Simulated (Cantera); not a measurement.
# Thermodynamics of fluorocarbon and chlorocarbon gases, feed C₂F₆ + F₂ + H₂

Input: 1 mol C₂F₆, 0.15 mol F₂, 0.57 mol H₂, equilibrated at 7.50 Torr.

Equilibrium computed with Cantera from the NASA thermochemical tables; the gas is ideal and each condensed phase is pure. Candidate condensed phases: C, C₆H₆, C₇H₈, C₈H₁₈; 95 gas species. The feed counts by its element totals alone. Gases not in the tables: C₂F₆ and larger saturated fluorocarbons. Rates play no part.

| T (K) | x F | x HF | x CF₄ | x CF₂ | x CF | x C₃ | x C | x H | x CF₃ | x C₂ | n C(graphite) |
|---|---|---|---|---|---|---|---|---|---|---|---|
| 2023 | 0.0360 | 0.435 | 0.434 | 0.0887 | 0.000187 | 4.85e-9 | 4.97e-9 | 1.96e-6 | 0.00573 | 4.12e-10 | 0.613 |
| 2123 | 0.0823 | 0.399 | 0.340 | 0.169 | 0.000676 | 4.79e-8 | 3.69e-8 | 4.11e-6 | 0.00893 | 4.13e-9 | 0.519 |
| 2223 | 0.164 | 0.347 | 0.209 | 0.267 | 0.00203 | 3.83e-7 | 2.29e-7 | 8.08e-6 | 0.0110 | 3.36e-8 | 0.391 |
| 2323 | 0.276 | 0.292 | 0.0886 | 0.328 | 0.00501 | 2.55e-6 | 1.21e-6 | 1.59e-5 | 0.00971 | 2.27e-7 | 0.315 |
| 2423 | 0.396 | 0.253 | 0.0248 | 0.310 | 0.0101 | 1.44e-5 | 5.58e-6 | 3.41e-5 | 0.00601 | 1.31e-6 | 0.415 |
| 2523 | 0.501 | 0.229 | 0.00525 | 0.244 | 0.0176 | 7.09e-5 | 2.28e-5 | 7.82e-5 | 0.00291 | 6.56e-6 | 0.657 |
| 2623 | 0.586 | 0.213 | 0.000971 | 0.171 | 0.0274 | 0.000307 | 8.33e-5 | 0.000183 | 0.00123 | 2.90e-5 | 0.917 |
| 2723 | 0.645 | 0.201 | 0.000168 | 0.112 | 0.0394 | 0.00119 | 0.000277 | 0.000425 | 0.000480 | 0.000115 | 1.11 |
| 2823 | 0.679 | 0.192 | 2.83e-5 | 0.0702 | 0.0530 | 0.00418 | 0.000846 | 0.000977 | 0.000178 | 0.000410 | 1.18 |
| 2923 | 0.688 | 0.183 | 4.68e-6 | 0.0422 | 0.0675 | 0.0134 | 0.00239 | 0.00219 | 6.38e-5 | 0.00134 | 1.04 |
| 3023 | 0.668 | 0.170 | 7.41e-7 | 0.0241 | 0.0811 | 0.0398 | 0.00630 | 0.00472 | 2.16e-5 | 0.00406 | 0.415 |
| 3123 | 0.664 | 0.158 | 1.15e-7 | 0.0120 | 0.0787 | 0.0566 | 0.0125 | 0.00939 | 6.68e-6 | 0.00735 | 0 |
| 3223 | 0.675 | 0.145 | 1.93e-8 | 0.00572 | 0.0694 | 0.0551 | 0.0211 | 0.0174 | 2.10e-6 | 0.0101 | 0 |
x: gas mole fraction; n: condensed amount in mol.

From 2023 K to 3023 K the condensed part is C(graphite). From 3123 K to 3223 K nothing is condensed. The main C-bearing gas is CF₄ at 2023 K and C₃ at 3223 K.
